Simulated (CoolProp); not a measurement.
Vapour-liquid equilibrium of CHF3 (R23) (1) + R143a (2) at 1030 kPa; x and y are mole fractions of (1).

Values from CoolProp's multi-fluid Helmholtz-energy mixture model, Penoncello 2003 and Lemmon and Jacobsen 2000; pair parameters Bell 2016.

| x | bubble temperature, mixture model (°C) | bubble temperature, Raoult's law (°C) | y, mixture model | y, Raoult's law |
|---|---|---|---|---|
| 0.05 | 14.0 | 12.6 | 0.115 | 0.168 |
| 0.125 | 8.9 | 6.5 | 0.273 | 0.359 |
| 0.2 | 4.0 | 1.2 | 0.411 | 0.500 |
| 0.275 | -0.8 | -3.4 | 0.527 | 0.608 |
| 0.35 | -5.1 | -7.4 | 0.624 | 0.691 |
| 0.425 | -9.1 | -10.9 | 0.702 | 0.757 |
| 0.5 | -12.7 | -14.1 | 0.767 | 0.811 |
| 0.575 | -15.9 | -17.0 | 0.819 | 0.855 |
| 0.65 | -18.8 | -19.6 | 0.862 | 0.891 |
| 0.725 | -21.4 | -22.0 | 0.899 | 0.922 |
| 0.8 | -23.8 | -24.2 | 0.930 | 0.948 |
| 0.875 | -26.0 | -26.3 | 0.958 | 0.970 |
| 0.95 | -28.0 | -28.2 | 0.984 | 0.989 |

The largest gap from Raoult's law is +2.8 K in bubble temperature, at x = 0.2. No azeotrope shows between x = 0.05 and 0.95.

The pair parameters rest on a limited set of measurements; away from them the model extrapolates.
